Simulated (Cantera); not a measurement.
What does this Cantera script print?

```python
import numpy as np
import cantera as ct

gas = ct.Solution("gri30.yaml")


def delay(T, t_max=10):
    gas.TPX = T, 330000, {'CH4': 1, 'O2': 1.54, 'N2': 6, 'H2O': 0.19}
    reactor = ct.IdealGasReactor(gas, clone=False)
    net = ct.ReactorNet([reactor])
    net.rtol, net.atol = 1e-8, 1e-16
    while net.time < t_max:
        t_old, T_old = net.time, reactor.T
        net.step()
        if reactor.T > T + 400:  # ignition: a rise of 400 K
            return t_old + (T + 400 - T_old) / (reactor.T - T_old) * (net.time - t_old)
    return np.nan


taus = []
for T in [1300, 1375, 1450, 1525, 1600, 1675, 1750, 1825]:
    taus.append(delay(T))
    print(f"T0 = {T:6g} K   tau = {taus[-1]:.4e} s")
```

Result:

```
T0 =   1300 K   tau = 5.0040e-03 s
T0 =   1375 K   tau = 2.0733e-03 s
T0 =   1450 K   tau = 9.0319e-04 s
T0 =   1525 K   tau = 4.1361e-04 s
T0 =   1600 K   tau = 2.0027e-04 s
T0 =   1675 K   tau = 1.0324e-04 s
T0 =   1750 K   tau = 5.6829e-05 s
T0 =   1825 K   tau = 3.3333e-05 s
```

Model: GRI-Mech 3.0 (53 species, 325 reactions), integrated in Cantera.
